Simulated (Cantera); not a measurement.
An isothermal plug-flow reactor at 623 K and 510 Torr (inlet), inlet velocity 0.84 m/s, active area per volume 1100 1/m; feed H2 : O2 : N2 = 0.012 : 0.051 : 0.79 (molar parts).

Model: Deutschmann's 1995 Pt surface mechanism with GRI-Mech 3.0 gas chemistry, integrated in Cantera. Catalytic surfaces can have several steady states; this one follows from the mechanism file's or the stated starting coverage. Mass transfer to the wall is taken as infinitely fast.

One state of this run: x H2 = 0.000486; x O2 = 0.0534; x H2O = 0.0137; θ free Pt = 0.0156; θ O* = 0.980; θ OH* = 0.00422. x: gas mole fraction; θ: surface coverage.

Question: Which value of z (m) does it belong to?
A. 0.0059
B. 0.0016
C. 0.022
D. 0.00022

Answer: B, 0.0016
